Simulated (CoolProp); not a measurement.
Properties of sulfur dioxide along the isotherm 251.85 °C (Tc = 157.5 °C, pc = 7.887 MPa, ω = 0.256).

Values from CoolProp's reference Helmholtz-energy equation of state, Gao 2016.

```
p (MPa)  phase  cp (kJ/(kg K))  expansivity (1/kK)
-------  -----  --------------  ------------------
0.0125     gas          0.7375               1.907
0.0188     gas          0.7376               1.908
0.0284     gas          0.7379               1.909
0.0428     gas          0.7382               1.911
0.0646     gas          0.7387               1.915
0.0974     gas          0.7394               1.920
0.147      gas          0.7405               1.928
0.222      gas             [?]               1.940
0.335      gas          0.7448               1.958
0.505      gas             [?]               1.985
0.761      gas             [?]               2.028
1.15       gas          0.7642               2.094
1.73       gas          0.7790                 [?]
2.61       gas             [?]               2.369
3.94       gas          0.8449               2.659
```

Task: Complete the blanks.

Result: 
- 0.222, cp (kJ/(kg K)): 0.7422
- 0.505, cp (kJ/(kg K)): 0.7487
- 0.761, cp (kJ/(kg K)): 0.7547
- 1.73, expansivity (1/kK): 2.198
- 2.61, cp (kJ/(kg K)): 0.8033
